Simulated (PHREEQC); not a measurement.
A made-up water analysis in mmol/kgw, 70 °C, pH 7.2: Na 306; K 87.2; Ca 0.252; Mg 127; Cl 555; S(6) 32; Alkalinity (meq/kgw) 5.61; Fe(2) 2.76.

Valence states are taken as typed.

Equilibrium calculation in PHREEQC: ion-association model, phreeqc.dat.

Problem. The ionic strength comes out as 0.710 mol/kgw. What activity coefficients do CO3-2, Fe+2, Cl-, MgOH+, FeHCO3+ get?

Solution. CO3-2 0.18, Fe+2 0.20, Cl- 0.60, MgOH+ 0.68, FeHCO3+ 0.73.

This is a speciation only: nothing precipitates in the calculation. Examples of supersaturated solids here: Siderite. Others may be too. Ionic strength above about 0.7 mol/kgw puts this run outside the model's range. At this temperature some constants are extrapolated from 25 °C, and those without enthalpy data are left unchanged.
